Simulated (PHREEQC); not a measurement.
# Buffer: speciation

Consider water at 30 °C with 0.017 mol/kgw NaHCO3 and 0.0043 mol/kgw Na2CO3. Closed to the air; pH follows from the charge balance.

The numbers come from PHREEQC with the ion-association model, phreeqc.dat.

Precipitation was switched off in this run.

Predict the pH.

pH 9.37.

In which forms is Na present?

Na+ 95 %, NaCO3- 4.0 %, NaHCO3 0.6 % of the Na.
